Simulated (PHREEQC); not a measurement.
A solution holds 0.031 mol ZnCl2 per kg of water, at 70 °C. Closed to the air; pH follows from the charge balance.

The numbers come from PHREEQC with the ion-association model, phreeqc.dat.

Each row changes one thing in this solution. No solid was allowed to form.

| case | pH | ionic strength (mol/kgw) |
|---|---|---|
| as made | 4.84 | 0.0777 |
| ZnCl2 from 0.031 to 0.31 mol/kgw | 4.59 | 0.539 |
| ZnCl2 replaced by CuCl2 at the same molality | 4.04 | 0.0751 |
| diluted 10-fold with water | 5.19 | 0.00894 |
| temperature from 70 to 10 °C | 5.36 | 0.0910 |
| diluted 100-fold with water | 5.62 | 0.000923 |

Away from 25 °C the constants follow the database's enthalpies or fits; those with neither stay at their 25 °C values.
